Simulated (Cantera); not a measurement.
Feed: 1 mol B2O3, 0.88 mol F2, 0.091 mol O2, equilibrated at 1.20 mbar.

Cantera equilibrium calculation (NASA polynomials, part measured and part estimated; ideal gas, pure solids and liquids). Candidate condensed phases: B, B2O3; 21 gas species. The numbers say what is thermodynamically allowed, not how fast it happens.

log p: log10 of the partial pressure in bar; n: condensed amount in mol.

```json
[
 {"T (°C)": "652", "log p BOF": "-6.19", "log p BF3": "-3.24", "log p O2": "-3.24", "log p B3O3F3": "-4.27", "log p B2O3": "-13.17", "log p BO2": "-12.95", "log p O": "-12.50", "n B2O3(l)": "0.656"},
 {"T (°C)": "752", "log p BOF": "-5.16", "log p BF3": "-3.25", "log p O2": "-3.25", "log p B3O3F3": "-4.21", "log p B2O3": "-10.97", "log p BO2": "-11.11", "log p O": "-11.10", "n B2O3(l)": "0.647"},
 {"T (°C)": "852", "log p BOF": "…", "log p BF3": "-3.27", "log p O2": "-3.26", "log p B3O3F3": "-4.19", "log p B2O3": "…", "log p BO2": "…", "log p O": "…", "n B2O3(l)": "0.629"},
 {"T (°C)": "952", "log p BOF": "-3.65", "log p BF3": "-3.38", "log p O2": "-3.30", "log p B3O3F3": "-4.25", "log p B2O3": "-7.69", "log p BO2": "-8.36", "log p O": "-9.03", "n B2O3(l)": "0.568"},
 {"T (°C)": "1052", "log p BOF": "…", "log p BF3": "…", "log p O2": "…", "log p B3O3F3": "…", "log p B2O3": "…", "log p BO2": "…", "log p O": "…", "n B2O3(l)": "…"},
 {"T (°C)": "1152", "log p BOF": "-3.05", "log p BF3": "-4.88", "log p O2": "-3.55", "log p B3O3F3": "-5.72", "log p B2O3": "-5.37", "log p BO2": "-6.45", "log p O": "-7.63", "n B2O3(l)": "0.136"},
 {"T (°C)": "1252", "log p BOF": "-3.05", "log p BF3": "-6.21", "log p O2": "-3.57", "log p B3O3F3": "-7.03", "log p B2O3": "-4.45", "log p BO2": "-5.67", "log p O": "-7.03", "n B2O3(l)": "0.0485"},
 {"T (°C)": "1352", "log p BOF": "-3.06", "log p BF3": "-6.78", "log p O2": "-3.58", "log p B3O3F3": "-8.19", "log p B2O3": "-4.24", "log p BO2": "-5.28", "log p O": "-6.50", "n B2O3(l)": "0"}
]
```

**Question.** Fill in the missing entries.

**Answer.** 
- 1052, log p BOF: -3.19
- 1052, log p BF3: -3.78
- 1052, log p O2: -3.44
- 1052, log p B3O3F3: -4.63
- 1052, log p B2O3: -6.44
- 1052, log p BO2: -7.33
- 1052, log p O: -8.28
- 1052, n B2O3(l): 0.359
- 852, log p BOF: -4.32
- 852, log p B2O3: -9.18
- 852, log p BO2: -9.60
- 852, log p O: -9.96
